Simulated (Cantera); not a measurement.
What does this Cantera script print?

```python
import numpy as np
import cantera as ct

gas_names = """
    CL BCL3 N
""".split()
cond_names = """
    BN(s)
""".split()


# ... load() reads the species with a 1 bar reference pressure and builds the phases ...
species = {s.name: s for s in load("nasa_gas.yaml", gas_names) + load("nasa_condensed.yaml", cond_names)}
# Each term lists the table entries of one substance; the one whose range holds T is used.
reactions = {
    'BN + 3 Cl(g) = BCl3(g) + N(g)':
        [(-1, ['BN(s)']), (-3, ['CL']), (1, ['BCL3']), (1, ['N'])],
}


def pick(names, T):
    return next(species[n] for n in names if species[n].thermo.min_temp <= T <= species[n].thermo.max_temp)


results = []
for label, terms in reactions.items():
    print(label)
    print("     T/K   dH/kJ  dS/(J/K)   dG/kJ   log10 K")
    for T in [1225, 1375, 1525, 1675, 1825, 1975, 2125, 2275, 2425, 2575, 2725]:
        used = [(nu, pick(names, T)) for nu, names in terms]
        dH = sum(nu * s.thermo.h(T) for nu, s in used) / 1e6
        dS = sum(nu * s.thermo.s(T) for nu, s in used) / 1e3
        dG = dH - T * dS / 1e3
        logK = -dG * 1e6 / (ct.gas_constant * T * np.log(10))
        results.append((label, T, dH, dS, dG, logK, [s.name for _, s in used]))
        print(f"{T:8g} {dH:8.1f} {dS:8.1f} {dG:8.1f} {logK:8.2f}")
```

Output:

```
BN + 3 Cl(g) = BCl3(g) + N(g)
     T/K   dH/kJ  dS/(J/K)   dG/kJ   log10 K
    1225    -50.9    -77.1     43.5    -1.86
    1375    -52.6    -78.4     55.2    -2.10
    1525    -54.2    -79.5     67.0    -2.30
    1675    -55.9    -80.5     79.0    -2.46
    1825    -57.5    -81.5     91.2    -2.61
    1975    -59.1    -82.3    103.5    -2.74
    2125    -60.7    -83.1    115.9    -2.85
    2275    -62.2    -83.8    128.4    -2.95
    2425    -63.7    -84.4    141.0    -3.04
    2575    -65.1    -85.0    153.7    -3.12
    2725    -66.5    -85.5    166.5    -3.19
```

Source: NASA polynomial tables (part measured, part estimated), evaluated in Cantera. Condensed species are held in their standard states even where they would react or evaporate.
